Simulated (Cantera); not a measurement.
A freely propagating, adiabatic, planar premixed flame of 32.1 % H2, 12.4 % O2, 55.5 % N2, unburnt at 350 K and 0.987 atm; mixture-averaged transport, grid criteria slope 0.08 and curve 0.16, no radiation.

Cantera simulation using the H2/O2 subset of GRI-Mech 3.0, which has no nitrogen chemistry; the numbers are that mechanism's predictions, not measurements. Burning velocities carry a grid error of a few per cent, more on coarse grids.

x: mole fraction of selected species; z is measured from the peak of heat release.

| z (mm) | T (K) | u (m/s) | x H2 | x O2 | x H2O2 | x OH | x O | x H |
|---|---|---|---|---|---|---|---|---|
| -1.10 | 350 | 3.04 | 0.321 | 0.124 | <1e-8 | <1e-8 | <1e-8 | <1e-8 |
| -0.731 | 350 | 3.04 | 0.321 | 0.124 | <1e-8 | <1e-8 | <1e-8 | <1e-8 |
| -0.548 | 350 | 3.04 | 0.321 | 0.124 | <1e-8 | <1e-8 | <1e-8 | <1e-8 |
| -0.365 | 350 | 3.04 | 0.321 | 0.124 | <1e-8 | <1e-8 | <1e-8 | <1e-8 |
| -0.183 | 362 | 3.12 | 0.315 | 0.125 | 4.80e-6 | (withheld) | 8.24e-7 | 1.10e-6 |
| -0.0914 | 591 | 4.95 | 0.283 | 0.121 | 9.28e-5 | (withheld) | 0.000102 | 0.00191 |
| 0 | 1041 | 8.44 | 0.208 | 0.0955 | 1.54e-5 | (withheld) | 0.00182 | 0.0208 |
| 0.0914 | 1369 | 11.0 | 0.124 | 0.0466 | 2.99e-6 | (withheld) | 0.00540 | 0.0466 |
| 0.183 | 1540 | 12.2 | 0.0849 | 0.0187 | 1.97e-6 | (withheld) | 0.00578 | 0.0556 |
| 0.365 | 1694 | 13.4 | 0.0740 | 0.00774 | 1.10e-6 | 0.00849 | 0.00474 | 0.0497 |
| 0.731 | 1835 | 14.3 | 0.0758 | 0.00505 | 5.55e-7 | 0.00891 | 0.00339 | 0.0374 |
| 1.46 | 1963 | 15.2 | 0.0772 | 0.00305 | 2.79e-7 | (withheld) | 0.00204 | 0.0260 |
| 2.92 | 2064 | 15.9 | 0.0779 | 0.00157 | 1.47e-7 | (withheld) | 0.00104 | 0.0171 |

Complete the blanks.


- -0.183, x OH: 4.58e-6
- -0.0914, x OH: 0.000903
- 0, x OH: 0.00151
- 0.0914, x OH: 0.00438
- 0.183, x OH: 0.00673
- 1.46, x OH: 0.00818
- 2.92, x OH: 0.00657
